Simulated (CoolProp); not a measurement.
The numbers come from the reference Helmholtz-energy equation of state, Lemmon 2005 in CoolProp. It is a short technical equation, of lower accuracy than the large ones.

### Question
For cis-2-butene, give the phase and the density (kg/m³), Joule-Thomson coefficient (K/MPa), isothermal compressibility (1/MPa), expansivity (1/kK) at 525 K and 6.35 MPa.

### Answer
- 525 K and 6.35 MPa: supercritical; density 117, Joule-Thomson coefficient 6.14, isothermal compressibility 0.225, expansivity 5.95
